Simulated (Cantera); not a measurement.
A closed system holds: 1 mol SiHCl3, a varied amount of N2, at 975 °C and 12000 Pa.

Method: chemical equilibrium by Gibbs-energy minimisation in Cantera with the NASA 1993 tables (ideal gas, pure condensed phases). Candidate condensed phases: NH4Cl, Si, Si3N4; 28 gas species. N2 is the only nitrogen source here; it is nearly inert below about 1500 K, so the nitride shown seldom forms there in practice. The tables' values for SiCl3 are old estimates; treat these amounts as uncertain. Kinetics and transport are ignored.

Task: At 18 mol N2, list the 4 most abundant gas species with their mole fractions, and the condensed phases.

Result: N2 0.923, HCl 0.0454, SiCl4 0.0271, H2 0.00336. Condensed: Si3N4(s).
